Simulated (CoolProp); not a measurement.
Aqueous methanol as a coolant, 15 % by mass, freezing at -10.6 °C, 1 atm.

Computed with CoolProp (Melinder's fits for secondary coolants).

| T (°C) | Prandtl number | cp (kJ/(kg K)) | conductivity (W/(m K)) | viscosity (mPa s) |
|---|---|---|---|---|
| -7.9 | 35.7 | 4.156 | 0.475 | 4.08 |
| -2.2 | 27.4 | 4.162 | 0.483 | 3.18 |
| 3.5 | 21.5 | 4.165 | 0.490 | 2.53 |
| 9.2 | 17.3 | 4.165 | 0.497 | 2.06 |
| 14.9 | 14.1 | 4.164 | 0.504 | 1.71 |
| 20.6 | 11.7 | 4.160 | 0.511 | 1.44 |
| 26.3 | 9.82 | 4.154 | 0.518 | 1.22 |
| 32 | 8.36 | 4.146 | 0.525 | 1.06 |
